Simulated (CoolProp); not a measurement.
Vapour-liquid equilibrium of R13 (1) + propylene (2) at 0.811 bar; x and y are mole fractions of (1).

Model: multi-fluid Helmholtz-energy mixture model, Platzer 1990 and Lemmon 2013; pair parameters Bell 2016, in CoolProp. This equation is an older, rougher fit; its heat capacities, sound speeds and derivatives of the liquid may be far off and weren't checked against measurements.

```csv
x,bubble temperature (K),y at the bubble point,dew temperature at overall composition x (K),liquid density (mol/L)
0.05,[?],0.333,219.8,[?]
0.2,201.5,0.694,216.6,14.95
0.35,196.3,[?],212.9,14.94
0.5,193.4,[?],208.6,[?]
0.65,191.4,0.896,203.3,[?]
0.8,189.8,0.934,196.5,14.74
0.95,[?],[?],189.2,14.71
```

### Question
Some entries are withheld; supply them.

### Answer

- 0.05, bubble temperature (K): 213.4
- 0.05, liquid density (mol/L): 14.79
- 0.35, y at the bubble point: 0.804
- 0.5, y at the bubble point: 0.858
- 0.5, liquid density (mol/L): 14.88
- 0.65, liquid density (mol/L): 14.80
- 0.95, bubble temperature (K): 188.2
- 0.95, y at the bubble point: 0.980

No azeotrope shows between x = 0.05 and 0.95.

The pair parameters rest on a limited set of measurements; away from them the model extrapolates.
